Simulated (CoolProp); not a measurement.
Vapour-liquid equilibrium of carbon dioxide (1) + isopentane (2) at 235.1 K; x and y are mole fractions of (1).

Values from CoolProp's multi-fluid Helmholtz-energy mixture model, Span 1996 and Lemmon 2006; pair parameters Kunz 2012.

```json
[
 {"x": "0.05", "bubble pressure, mixture model (MPa)": "0.1045", "bubble pressure, Raoult's law (MPa)": "0.05854", "y, mixture model": "0.954", "y, Raoult's law": "0.921"},
 {"x": "0.2", "bubble pressure, mixture model (MPa)": "0.3795", "bubble pressure, Raoult's law (MPa)": "0.2196", "y, mixture model": "0.988", "y, Raoult's law": "0.982"},
 {"x": "0.35", "bubble pressure, mixture model (MPa)": "0.5765", "bubble pressure, Raoult's law (MPa)": "0.3807", "y, mixture model": "0.992", "y, Raoult's law": "0.992"},
 {"x": "0.5", "bubble pressure, mixture model (MPa)": "0.6987", "bubble pressure, Raoult's law (MPa)": "0.5417", "y, mixture model": "0.994", "y, Raoult's law": "0.996"},
 {"x": "0.65", "bubble pressure, mixture model (MPa)": "0.7858", "bubble pressure, Raoult's law (MPa)": "0.7028", "y, mixture model": "0.995", "y, Raoult's law": "0.998"},
 {"x": "0.8", "bubble pressure, mixture model (MPa)": "0.8815", "bubble pressure, Raoult's law (MPa)": "0.8638", "y, mixture model": "0.997", "y, Raoult's law": "0.999"},
 {"x": "0.95", "bubble pressure, mixture model (MPa)": "1.020", "bubble pressure, Raoult's law (MPa)": "1.025", "y, mixture model": "0.999", "y, Raoult's law": "1.000"}
]
```

The largest gap from Raoult's law is +78.5 % in bubble pressure, at x = 0.05. No azeotrope shows between x = 0.05 and 0.95.

The pair parameters rest on a limited set of measurements; away from them the model extrapolates. The gap from Raoult's law changes sign with composition, which may be real or a fault of the pair parameters; it wasn't checked against measurements. With so large a gap from Raoult's law the liquid may split in two, which this calculation doesn't test in full.
